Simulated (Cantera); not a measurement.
Silicon nitride deposition: SiHCl3 + NH3 + N2

A closed system holds: 1 mol SiHCl3, 0.71 mol NH3, 2.1 mol N2, at 10.0 mbar.

Cantera equilibrium calculation (NASA polynomials, part measured and part estimated; ideal gas, pure solids and liquids). Candidate condensed phases: NH4Cl, Si, Si3N4; 28 gas species. The tables' values for SiCl3 are old estimates; treat these amounts as uncertain. Rates play no part.

| T (K) | x N2 | x HCl | x H2 | x SiCl4 | x SiCl2 | x SiCl3 | n Si3N4(s) |
|---|---|---|---|---|---|---|---|
| 1148 | 0.420 | 0.371 | 0.144 | 0.0637 | 0.000244 | 0.00119 | 0.229 |
| 1173 | 0.419 | 0.373 | 0.142 | 0.0624 | 0.000452 | 0.00169 | 0.230 |
| 1198 | 0.419 | 0.376 | 0.141 | 0.0610 | 0.000814 | 0.00237 | 0.231 |
| 1223 | 0.418 | 0.378 | 0.139 | 0.0593 | 0.00143 | 0.00326 | 0.231 |
| 1248 | 0.418 | 0.379 | 0.138 | 0.0574 | 0.00243 | 0.00440 | 0.230 |
| 1273 | 0.418 | 0.379 | 0.137 | 0.0551 | 0.00404 | 0.00582 | 0.229 |
| 1298 | 0.418 | 0.379 | 0.137 | 0.0522 | 0.00653 | 0.00755 | 0.226 |
| 1323 | 0.418 | 0.377 | 0.136 | 0.0486 | 0.0103 | 0.00955 | 0.222 |
| 1348 | 0.418 | 0.373 | 0.136 | 0.0443 | 0.0156 | 0.0118 | 0.216 |
| 1373 | 0.418 | 0.367 | 0.137 | 0.0392 | 0.0231 | 0.0140 | 0.208 |
| 1398 | 0.419 | 0.359 | 0.138 | 0.0335 | 0.0329 | 0.0161 | 0.197 |
| 1423 | 0.420 | 0.348 | 0.140 | 0.0273 | 0.0451 | 0.0177 | 0.183 |
| 1448 | 0.422 | 0.335 | 0.143 | 0.0212 | 0.0595 | 0.0185 | 0.166 |
x: gas mole fraction; n: condensed amount in mol.

From 1148 K to 1448 K the condensed part is Si3N4(s). The main Si-bearing gas is SiCl4 at 1148 K and SiCl2 at 1448 K.
